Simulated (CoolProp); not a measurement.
A single-stage vapour-compression cycle with isobutene: evaporating at 243.15 K (dew point), condensing at 308.15 K (bubble point), superheat 8 K, subcooling 2 K, compressor efficiency 0.9, no pressure losses. Each further row changes one setting.

Computed with CoolProp (reference Helmholtz-energy equation of state, Lemmon 2005). It is a short technical equation, of lower accuracy than the large ones.

```csv
case,cooling COP,pressure ratio,discharge temperature (K),refrigerating effect (kJ/kg),volumetric capacity (kJ/m³)
as stated,2.62,10.9,327.8,281,287
evaporating temperature 248.15 K,2.96,8.65,325.7,287,366
condensing temperature 303.15 K,2.92,9.48,322.8,293,299
subcooling 7 K,2.73,10.9,327.8,293,299
superheat 18 K,2.64,10.9,338.0,295,290
compressor efficiency 0.8,2.33,10.9,335.0,281,287
```
